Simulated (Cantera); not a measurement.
A freely propagating, adiabatic, planar premixed flame of H₂ : O₂ : N₂ = 1 : 0.227 : 0.855 (molar parts), equivalence ratio 2.2, unburnt at 698 K and 2.76 atm; unity-Lewis-number transport, grid criteria slope 0.08 and curve 0.16, no radiation.

Detailed kinetics in Cantera: the H2/O2 subset of GRI-Mech 3.0, which has no nitrogen chemistry. The hydrogen kinetics of GRI-Mech 3.0 are dated; newer H2 mechanisms differ, most at raised pressure. Unity Lewis numbers drop preferential diffusion, which matters most where H2 and H carry the flame. Burning velocities carry a grid error of a few per cent, more on coarse grids.

Question: Predict: laminar burning velocity; thermal thickness; peak x(H₂O₂); peak x(OH); peak x(HO₂); peak x(H).

Answer: 
- laminar burning velocity: 759 cm/s
- thermal thickness: 0.117 mm
- peak x(H₂O₂): 9.00e-6
- peak x(OH): 0.00469
- peak x(HO₂): 0.000354
- peak x(H): 0.0775
